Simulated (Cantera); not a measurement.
Charge: 1 mol MgCl2, 14 mol H2O, 34 mol H2, at 1073 K and 1.00 bar.

Equilibrium computed with Cantera from the NASA thermochemical tables; the gas is ideal and each condensed phase is pure. Candidate condensed phases: H2O, Mg, MgCl2, MgO, Mg(OH)2; 22 gas species. Kinetics and transport are ignored.

Question: What is the equilibrium state?

Answer: 
```json
{
  "x(H2)": "0.694",
  "x(H2O)": "0.265",
  "x(HCl)": "0.0408",
  "n(MgO(s))": "1.000 mol",
  "gas_amount": "49.00 mol",
  "log10 activity of Mg(l) (absent)": "-14.00"
}
```
